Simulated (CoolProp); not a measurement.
Saturation properties of oxygen.

The numbers come from the reference Helmholtz-energy equation of state, Schmidt 1985 in CoolProp.

| T (°C) | p (MPa) | liquid cp (kJ/(kg K)) | liquid viscosity (µPa s) | vapour viscosity (µPa s) | liquid conductivity (mW/(m K)) |
|---|---|---|---|---|---|
| -172.45 | 0.2693 | 1.741 | 150 | 7.78 | 136 |
| -166.75 | 0.4203 | 1.777 | 132 | 8.25 | 127 |
| -161.15 | 0.6222 | 1.826 | 116 | 8.72 | 119 |
| -155.55 | 0.8870 | 1.892 | 103 | 9.21 | 111 |
| -149.95 | 1.225 | 1.983 | 90.7 | 9.73 | 103 |
| -144.35 | 1.647 | 2.117 | 79.8 | 10.3 | 94.4 |
| -138.75 | 2.164 | 2.325 | 69.7 | 11.0 | 86.3 |
| -133.05 | 2.800 | 2.700 | 60.1 | 11.8 | 78.1 |
| -127.45 | 3.549 | 3.522 | 50.7 | 13.1 | 70.1 |
| -121.85 | 4.440 | 7.051 | 40.2 | 15.5 | 62.8 |

It boils at -183.0 °C under 1 atm.

Viscosity comes from a separate model (Lemmon 2004). Thermal conductivity comes from a separate model (Lemmon 2004).
